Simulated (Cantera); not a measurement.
Charge: 1 mol borazine, a varied amount of N₂, 28 mol H₂, 0.094 mol O₂, equilibrated at 1125 °C and 13.3 mbar.

Cantera equilibrium calculation (NASA polynomials, part measured and part estimated; ideal gas, pure solids and liquids). Candidate condensed phases: B, BN, B₂O₃, B₃O₃H₃, H₂O; 39 gas species. The feed counts by its element totals alone. Mutual solubility and eutectic melting of coexisting phases are not modelled. The numbers say what is thermodynamically allowed, not how fast it happens.

### Question
Which condensed phases are stable at each of these points (n(N₂) (mol)): 0.54, 0.95, 1.4, 1.8, 2.2, 2.6, 3, 3.4?

### Answer
```
n(N₂) (mol)  condensed phases  B condensed (%)
-----------  ----------------  ---------------
0.54          BN(s) + B₂O₃(l)             96.7
0.95          BN(s) + B₂O₃(l)             96.6
1.4                     BN(s)             96.7
1.8                     BN(s)             96.7
2.2                     BN(s)             96.8
2.6                     BN(s)             96.8
3                       BN(s)             96.8
3.4                     BN(s)             96.8
```

From 0.54 mol N₂ to 0.95 mol N₂ the condensed part is BN(s) + B₂O₃(l). From 1.4 mol N₂ to 3.4 mol N₂ the condensed part is BN(s).
